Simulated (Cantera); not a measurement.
An adiabatic, constant-pressure homogeneous reactor starts with 4.42 % CH4, 20.1 % O2, 75.5 % N2, equivalence ratio 0.44, at 1525 K and 1.70 bar.

Computed with Cantera and GRI-Mech 3.0 (53 species, 325 reactions).

Problem. Predict: time of steepest temperature rise; temperature at 3.00 s; equilibrium temperature; x(O2) at 3.00 s; x(NO) at 3.00 s; x(CO) at 3.00 s.

Solution. 
```
Quantity                                                             Value
---------------------------------  ---------------------------------------
time of steepest temperature rise                                 0.471 ms
temperature at 3.00 s                                               2364 K
equilibrium temperature                                             2364 K
x(O2) at 3.00 s                        0.105 (gas-phase equilibrium 0.105)
x(NO) at 3.00 s                      0.0123 (gas-phase equilibrium 0.0123)
x(CO) at 3.00 s                    0.00173 (gas-phase equilibrium 0.00173)
```
